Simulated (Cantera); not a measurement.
A freely propagating, adiabatic, planar premixed flame of 5.79 % C3H8, 24.1 % O2, 70.1 % N2, unburnt at 475 K and 0.133 bar; mixture-averaged transport, grid criteria slope 0.08 and curve 0.16, no radiation.

Model: GRI-Mech 3.0 (53 species, 325 reactions), integrated in Cantera. GRI-Mech 3.0 was tuned for natural gas; its chemistry of propane as a main component is partial and can be far from experiment. Burning velocities carry a grid error of a few per cent, more on coarse grids.

Question: Predict: laminar burning velocity; thermal thickness; peak x(CH3); peak x(C2H6); peak x(CO).

Answer: 
| Property | Result |
|---|---|
| laminar burning velocity | 171 cm/s |
| thermal thickness | 1.44 mm |
| peak x(CH3) | 0.00649 |
| peak x(C2H6) | 0.00299 |
| peak x(CO) | 0.109 |
